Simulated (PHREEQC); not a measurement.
HCl is added in steps, without added water, to 1 kg of water holding 0.00046 mol/kgw CaSO4, 0.00028 mol/kgw Na2HPO4 and 0.0099 mol/kgw NaCl, at 25 °C. O2 is buffered at 0.21 atm. CO2 is held at log p = -3.4 (atm). Solids allowed: Calcite, Gypsum, Portlandite, Hydroxyapatite, Halite, Mirabilite, Nahcolite, Natron. Others were left out.

Base run: PHREEQC, ion-association model, wateq4f.dat. Each further column changes one thing. The table gives HCO3- (mol/kgw).

| HCl added (mol) | base | Davies equation for every ion | metal-ligand complexes left out | database phreeqc.dat | all activity coefficients set to 1 |
|---|---|---|---|---|---|
| 0 | 5.27e-5 | 5.35e-5 | 5.07e-5 | 5.26e-5 | 3.58e-5 |
| 0.00015 | 3.56e-5 | 3.56e-5 | ? | 3.56e-5 | ? |
| 0.0003 | 3.60e-7 | 3.66e-7 | ? | 3.60e-7 | 3.04e-7 |
| 0.000525 | 3.20e-8 | 3.26e-8 | 3.21e-8 | 3.20e-8 | 2.65e-8 |
| 0.000675 | 1.99e-8 | 2.03e-8 | 1.99e-8 | 1.99e-8 | ? |
| 0.000825 | 1.44e-8 | 1.47e-8 | ? | 1.44e-8 | 1.19e-8 |
| 0.000975 | 1.13e-8 | 1.15e-8 | 1.13e-8 | 1.13e-8 | 9.32e-9 |
| 0.0012 | 8.55e-9 | 8.71e-9 | 8.57e-9 | 8.54e-9 | ? |
| 0.00135 | 7.35e-9 | 7.49e-9 | 7.37e-9 | 7.35e-9 | ? |
| 0.0015 | 6.45e-9 | 6.57e-9 | 6.46e-9 | 6.45e-9 | 5.29e-9 |

### Question
Some entries are withheld; supply them.

### Answer

- 0.00015, metal-ligand complexes left out: 3.67e-5
- 0.00015, all activity coefficients set to 1: 2.55e-5
- 0.0003, metal-ligand complexes left out: 3.63e-7
- 0.000675, all activity coefficients set to 1: 1.64e-8
- 0.000825, metal-ligand complexes left out: 1.45e-8
- 0.0012, all activity coefficients set to 1: 7.03e-9
- 0.00135, all activity coefficients set to 1: 6.04e-9

H3PO4, which wateq4f.dat lacks, is added to it with the constant of phreeqc.dat.  phreeqc.dat and wateq4f.dat share most of their constants, so their agreement is no independent check. Solids allowed in the column 'database phreeqc.dat': Calcite, Anhydrite, Hydroxyapatite, Halite.
